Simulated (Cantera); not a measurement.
Charge: 1 mol MgCO3, 2.3 mol H2, 0.052 mol O2, at 723 K and 0.0100 bar.

These are equilibrium values from Cantera (NASA tables, ideal gas, pure condensed phases), not measurements of a reactor. Candidate condensed phases: C, C6H6, C7H8, C8H18, H2O, Mg, MgCO3, MgO, Mg(OH)2; 116 gas species. The numbers say what is thermodynamically allowed, not how fast it happens.

Base state: H2 0.540, CO2 0.203, H2O 0.150, CO 0.0956, CH4 0.0110 (mole fractions); condensed: MgO(s).

Task: What changes in the equilibrium state with this change: pressure from 0.0100 bar to 0.00133 bar?

Result: 
```json
[
 {"species": "H2", "before": "0.540", "after": "0.560"},
 {"species": "CO2", "before": "0.203", "after": "0.198"},
 {"species": "H2O", "before": "0.150", "after": "0.137"},
 {"species": "CH4", "before": "0.0110", "after": "0.000261"},
 {"species": "CO", "before": "0.0956", "after": "0.105"},
 {"species": "MgO(s), mol", "before": "1.00", "after": "1.00"}
]
```
